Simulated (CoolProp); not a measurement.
Aqueous ethylene glycol as a coolant, 25 % by mass, freezing at -11.0 °C, 1 atm.

Values from CoolProp's Melinder's fits for secondary coolants.

```tsv
T (°C)	Prandtl number	conductivity (W/(m K))	viscosity (mPa s)	density (kg/m³)
-8.8	43.2	0.455	5.26	1039
-2.1	32.6	0.463	4.01	1037
4.6	25.1	0.470	3.12	1036
11.3	19.7	0.477	2.48	1034
18	15.8	0.484	2.01	1032
24.8	12.9	0.491	1.66	1029
31.5	10.7	0.497	1.39	1026
```
